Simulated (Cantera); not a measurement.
## B2H6 + H2O + N2 (boron, boron nitride and boron oxide)

Charge: 1 mol B2H6, 0.26 mol H2O, 9.9 mol N2, equilibrated at 2.30 mbar.

Equilibrium computed with Cantera from the NASA thermochemical tables; the gas is ideal and each condensed phase is pure. Candidate condensed phases: B, BN, B2O3, B3O3H3, H2O; 39 gas species. The feed counts by its element totals alone. Kinetics and transport are ignored.

```tsv
T (K)	x N2	x H2	x HBO	x H	x BO	n BN(s)
1550	0.728	0.260	0.00477	0.000335	0.000149	1.81
1575	0.728	0.259	0.00568	0.000441	0.000227	1.81
1600	0.728	0.259	0.00665	0.000577	0.000336	1.80
1625	0.728	0.258	0.00764	0.000748	0.000486	1.79
1650	0.727	0.258	0.00863	0.000961	0.000685	1.78
1675	0.727	0.257	0.00956	0.00123	0.000941	1.77
1700	0.727	0.256	0.0104	0.00156	0.00126	1.77
1725	0.726	0.256	0.0110	0.00196	0.00164	1.76
1750	0.726	0.255	0.0115	0.00245	0.00209	1.75
1775	0.725	0.254	0.0119	0.00304	0.00260	1.75
1800	0.725	0.254	0.0120	0.00376	0.00317	1.75
1825	0.724	0.253	0.0120	0.00462	0.00380	1.74
```
x: gas mole fraction; n: condensed amount in mol.

From 1550 K to 1825 K the condensed part is BN(s). The main B-bearing gas is B2O3 at 1550 K and HBO at 1825 K. The share of B in condensed phases is highest at 1550 K (90.7 %) and lowest at 1825 K (87.2 %).
